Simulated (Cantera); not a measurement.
Input: 1 mol SiC, 0.3 mol C, 2.2 mol N2, at 2298.15 K.

These are equilibrium values from Cantera (NASA tables, ideal gas, pure condensed phases), not measurements of a reactor. Candidate condensed phases: C, Si, SiC, Si3N4; 20 gas species. The numbers say what is thermodynamically allowed, not how fast it happens.

Q: What share of the Si ends up in condensed phases as a function of P (Pa), at 1, 5.60, 32, 180, 1000, 5600, 32000, 180000, 1000000?

A: 
| P (Pa) | Si condensed (%) | as |
|---|---|---|
| 1 | 0.0 | - |
| 5.60 | 0.0 | - |
| 32 | 0.0 | - |
| 180 | 76.9 | SiC(s) |
| 1000 | 96.1 | SiC(s) |
| 5600 | 99.3 | SiC(s) |
| 32000 | 99.9 | SiC(s) |
| 180000 | 100.0 | SiC(s) |
| 1000000 | 100.0 | SiC(s) |
